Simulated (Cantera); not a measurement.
A closed system holds: 1 mol SiH₂Cl₂, 0.51 mol NH₃, 47 mol H₂, at 1750 °C and 0.100 bar.

Method: chemical equilibrium by Gibbs-energy minimisation in Cantera with the NASA 1993 tables (ideal gas, pure condensed phases). Candidate condensed phases: NH₄Cl, Si, Si₃N₄; 28 gas species. The tables' values for SiCl are old estimates; treat these amounts as uncertain. Gases not in the tables: Si₂H₆ and higher silanes. Kinetics and transport are ignored.

Base state: H₂ 0.951, HCl 0.0339, H 0.00586, N₂ 0.00508, SiCl₂ 0.00281, Si 0.000569, SiCl 0.000166, Cl 0.000155 (mole fractions); condensed: Si(l).

### Question
What changes in the equilibrium state with this change: NH₃ from 0.51 to 4.5 mol?

### Answer
```csv
species,before,after
H₂,0.951,0.923
N₂,0.00508,0.0386
HCl,0.0339,0.0296
SiCl₂,0.00281,0.00222
Si₂N,4.06e-6,1.12e-5
Cl,0.000155,0.000138
SiCl,0.000166,0.000148
"Si(l), mol",0.809,0.813
```
